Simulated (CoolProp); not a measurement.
Computed with CoolProp (reference Helmholtz-energy equation of state, Leachman 2009).

Problem. For normal hydrogen, give the phase and the viscosity (µPa s), conductivity (mW/(m K)) at -190.95 °C and 0.499 MPa; -190.95 °C and 3.99 MPa.

Solution. 
- -190.95 °C and 0.499 MPa: gas; viscosity 3.59, conductivity 58.9
- -190.95 °C and 3.99 MPa: supercritical; viscosity 3.97, conductivity 69.7

Viscosity comes from a separate model (Muzny 2013). Thermal conductivity comes from a separate model (Assael 2011).
